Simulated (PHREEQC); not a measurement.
Synthetic water in mmol/kgw, 25 °C, pH 2.97, pe 8.6: Na 9.12; K 8.03; Ca 11.5; Mg 11; Cl 23.8; S(6) 19.8; Cd 0.066; Si 0.0354; Cu(2) 1.66; Pb 0.0424; N(5) 0.197.

Valence states are taken as typed.

Computed with PHREEQC (ion-association model, phreeqc.dat).

The ionic strength comes out as 0.0795 mol/kgw. What activity coefficients do Cd+2, Cl-, CaHSO4+, HSO4-, K+ get?

Cd+2 0.40, Cl- 0.78, CaHSO4+ 0.79, HSO4- 0.79, K+ 0.78.

Precipitation was switched off in this run. Examples of supersaturated solids here: Anglesite. Others may be too.
